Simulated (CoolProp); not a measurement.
The numbers come from the reference Helmholtz-energy equation of state, Thol 2014 in CoolProp.

Task: For chloromethane (R40), give the phase and the density (kg/m³), cv (kJ/(kg K)), Joule-Thomson coefficient (K/MPa) at 12.45 °C and 0.157 MPa; 18.45 °C and 0.157 MPa; 24.35 °C and 0.157 MPa.

Result: 
- 12.45 °C and 0.157 MPa: gas; density 3.45, cv 0.659, Joule-Thomson coefficient 43.3
- 18.45 °C and 0.157 MPa: gas; density 3.37, cv 0.663, Joule-Thomson coefficient 40.0
- 24.35 °C and 0.157 MPa: gas; density 3.29, cv 0.667, Joule-Thomson coefficient 37.2
